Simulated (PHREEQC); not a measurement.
A column of 0.1 m (40 cells, dispersivity 0.008 m, 3600 s a shift, diffusion coefficient 3e-10 m²/s) holds 0.0019 eq of the database's cation exchanger X per kg of pore water, first in equilibrium with 0.002 mol SrCl2 and 1e-05 mol HCl per kg of water. It is flushed with 0.0015 mol CaCl2 and 1e-05 mol HCl per kg of water, at 25 °C. Values are for the last cell. CO2 from the air is kept out. No solid was allowed to form.

The numbers come from PHREEQC with the ion-association model, phreeqc.dat.

| pore volumes | Ca in solution (mol/kgw) | Sr in solution (mol/kgw) | Cl in solution (mol/kgw) | SrX2 on the exchanger (mol/kgw) | CaX2 on the exchanger (mol/kgw) |
|---|---|---|---|---|---|
| 0 | 0 | 0.00200 | 0.00401 | 0.000950 | 0 |
| 0.5125 | 1.16e-5 | 0.00196 | 0.00395 | 0.000946 | 4.37e-6 |
| 1.012 | 0.000318 | … | … | 0.000807 | 0.000143 |
| 1.512 | 0.000778 | 0.000774 | 0.00312 | 0.000534 | 0.000416 |
| 2.013 | … | 0.000394 | 0.00303 | … | 0.000653 |
| 2.513 | 0.00131 | 0.000188 | 0.00301 | 0.000148 | 0.000802 |
| 3.013 | 0.00141 | 8.62e-5 | 0.00301 | … | 0.000881 |
| 3.513 | 0.00146 | 3.82e-5 | 0.00301 | 3.10e-5 | 0.000919 |
| 4.013 | 0.00148 | 1.66e-5 | 0.00301 | 1.35e-5 | 0.000936 |

Q: What belongs in the gaps?

A: 
- 1.012, Sr in solution (mol/kgw): 0.00139
- 1.012, Cl in solution (mol/kgw): 0.00342
- 2.013, Ca in solution (mol/kgw): 0.00112
- 2.013, SrX2 on the exchanger (mol/kgw): 0.000297
- 3.013, SrX2 on the exchanger (mol/kgw): 6.92e-5
